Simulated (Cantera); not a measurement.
Cantera run:

```python
import numpy as np
import cantera as ct

gas_names = """
    H HNO HNO2 HNO3 HO2 H2 H2O H2O2 H2S H2SO4 N NH NH2 NH3 NH2OH NO NO2 NO3 N2 N2H2 N2H4 N2O O OH O2 O3
    S SH SN SO SO2 SO3 S2 S2O S8
""".split()
cond_names = """
    H2O(s) H2O(L) H2SO4(L) S(cr1) S(cr2) S(L)
""".split()


def load(file, names, dense=False):
    # The tables refer to 1 bar. Condensed volumes are neglected.
    table = {s.name: s for s in ct.Species.list_from_file(file)}
    out = []
    for n in names:
        d = dict(table[n].input_data)
        d["thermo"] = dict(d["thermo"], **{"reference-pressure": 1e5})
        if dense:
            d["equation-of-state"] = {"model": "constant-volume", "density": "1e6 g/cm^3"}
        out.append(ct.Species.from_dict(d))
    return out


gas = ct.Solution(thermo="ideal-gas", species=load("nasa_gas.yaml", gas_names))
cond = {s.name: ct.Solution(thermo="fixed-stoichiometry", species=[s], name=s.name)
        for s in load("nasa_condensed.yaml", cond_names, dense=True)}
atoms = {
    'H2O': {'H': 2, 'O': 1},
    'SO2': {'S': 1, 'O': 2},
    'N2': {'N': 2},
}
top_T = {}  # K; cautious upper limits of use, not melting points


def equilibrate(T, P, feed):
    n = {}
    for name, mol in feed.items():
        for a, k in atoms[name].items():
            n[a] = n.get(a, 0.0) + k * mol
    gas.TPX = T, P, n
    mass = sum(n.values()) * gas.mean_molecular_weight
    gas.equilibrate("TP")
    valid = [c for c in cond.values() if c.min_temp <= T <= top_T.get(c.name, c.max_temp)]
    mix = ct.Mixture([(gas, mass / gas.mean_molecular_weight)] + [(c, 0.0) for c in valid])
    mix.T, mix.P = T, P
    mix.equilibrate("TP", solver="vcs", rtol=1e-11, max_steps=5000)
    return mix


results = []
feed = {'H2O': 1, 'SO2': 0.0092, 'N2': 6.6}  # mol
T = 2875  # K
P = 1000  # Pa
mix = equilibrate(T, P, feed)
results.append((T, P, feed, dict(zip(mix.species_names, mix.species_moles))))
x = sorted(zip(gas.X, gas.species_names), reverse=True)
print(f"T = {T:g} K  P = {P:g} Pa  gas = {mix.phase_moles(0):.4g} mol")
print("   x: " + "  ".join(f"{s} {v:.3e}" for v, s in x if v > 0.0001))
print("   condensed (mol): " + ("  ".join(f"{mix.phase(i).name} {mix.phase_moles(i):.4g}"
      for i in range(1, mix.n_phases) if mix.phase_moles(i) > 1e-12) or "none"))
```

Result:

```
T = 2875 K  P = 1000 Pa  gas = 9.075 mol
   x: N2 7.234e-01  H 1.518e-01  O 6.613e-02  H2 2.058e-02  OH 1.441e-02  O2 8.345e-03  NO 7.781e-03  H2O 6.509e-03  SO 4.720e-04  S 4.151e-04  SO2 1.168e-04
   condensed (mol): none
```

Method: chemical equilibrium by Gibbs-energy minimisation in Cantera with the NASA 1993 tables (ideal gas, pure condensed phases).
